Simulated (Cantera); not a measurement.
A perfectly stirred reactor is fed with CH4 : H2O : H2 = 1 : 1.3 : 0.18 (molar parts), at 0.217 atm; it is held at 2200 K, and followed from long to short residence time.

Model: GRI-Mech 3.0 (53 species, 325 reactions), integrated in Cantera.

Question: Predict: x(CH4) at τ = 1.80 s; x(H2O) at τ = 1.80 s; x(H2) at τ = 1.80 s; x(H) at τ = 1.80 s; x(CH3) at τ = 1.80 s; x(CH4) at τ = 18.0 ms; x(H2O) at τ = 18.0 ms; x(H2) at τ = 18.0 ms; x(H) at τ = 18.0 ms; x(CH3) at τ = 18.0 ms.

Answer: 
```json
{
  "x(CH4) at τ = 1.80 s": "0.000344",
  "x(H2O) at τ = 1.80 s": "0.0635",
  "x(H2) at τ = 1.80 s": "0.705",
  "x(H) at τ = 1.80 s": "0.00937",
  "x(CH3) at τ = 1.80 s": "8.69e-5",
  "x(CH4) at τ = 18.0 ms": "0.00969",
  "x(H2O) at τ = 18.0 ms": "0.134",
  "x(H2) at τ = 18.0 ms": "0.647",
  "x(H) at τ = 18.0 ms": "0.00721",
  "x(CH3) at τ = 18.0 ms": "0.00205"
}
```
